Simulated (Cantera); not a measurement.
What does this Cantera script print?

```python
import numpy as np
import cantera as ct

gas_names = """
    AL ALCL ALCL2 ALCL3 ALH ALN AL2 AL2CL6 CL CL2 H HCL H2 N NH NH2 NH3 N2 N2H2 N2H4
""".split()
cond_names = """
    AL(cr) AL(L) ALCL3(s) ALCL3(L) ALN(s) NH4CL(a) NH4CL(b)
""".split()


# ... load() reads the species with a 1 bar reference pressure and builds the phases ...
atoms = {
    'AlCl3': {'AL': 1, 'CL': 3},
    'HCl': {'H': 1, 'CL': 1},
    'N2': {'N': 2},
}
top_T = {'ALN(s)': 2750}  # K; cautious upper limits of use, not melting points


# ... equilibrate(T, P, feed) seeds the gas with the atoms and calls Mixture.equilibrate('TP', solver="vcs", rtol=1e-11, max_steps=5000) ...
results = []
feed = {'AlCl3': 1, 'HCl': 1.7, 'N2': 1.3}  # mol
T = 948.15  # K
P = 1000  # Pa
mix = equilibrate(T, P, feed)
results.append((T, P, feed, dict(zip(mix.species_names, mix.species_moles))))
x = sorted(zip(gas.X, gas.species_names), reverse=True)
print(f"T = {T:g} K  P = {P:g} Pa  gas = {mix.phase_moles(0):.4g} mol")
print("   x: " + "  ".join(f"{s} {v:.3e}" for v, s in x if v > 1e-06))
print("   condensed (mol): " + ("  ".join(f"{mix.phase(i).name} {mix.phase_moles(i):.4g}"
      for i in range(1, mix.n_phases) if mix.phase_moles(i) > 1e-12) or "none"))
```

It prints:

```
T = 948.15 K  P = 1000 Pa  gas = 3.999 mol
   x: HCL 4.251e-01  N2 3.250e-01  ALCL3 2.498e-01  AL2CL6 1.327e-04  H2 1.715e-06  CL 1.629e-06
   condensed (mol): none
```

Equilibrium computed with Cantera from the NASA thermochemical tables; the gas is ideal and each condensed phase is pure.
